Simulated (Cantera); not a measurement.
A perfectly stirred reactor is fed with H2 : O2 : N2 : NO = 1 : 0.658 : 2.47 : 0.0042 (molar parts), at 7.60 bar; it is adiabatic with a 300 K inlet, and is followed from long to short residence time, starting on the burning branch (τ in s: 0.028, 0.013, 0.0064, 0.003, 0.0014, 0.00067, 0.00032, 0.00015, 7.1e-05, 3.4e-05, 1.6e-05, 7.6e-06).

Cantera simulation using GRI-Mech 3.0 (53 species, 325 reactions); the numbers are that mechanism's predictions, not measurements. The hydrogen kinetics of GRI-Mech 3.0 are dated; newer H2 mechanisms differ, most at raised pressure. The mechanism lacks 2 NO + O2 → 2 NO2 and HONO, so NO2 and the effect of NO are under-described below about 1400 K.

One state of this run: T (K) = 2095; x H2 = 0.00273; x O2 = 0.0431; x NO = 0.00118; x H2O = 0.269; x H2O2 = 1.08e-6. x: mole fraction; the columns are a selection and need not sum to one.

Task: Which value of τ (s) does it belong to?
A) 0.00067
B) 0.0014
C) 0.00032
D) 7.1e-5

Result: C, 0.00032
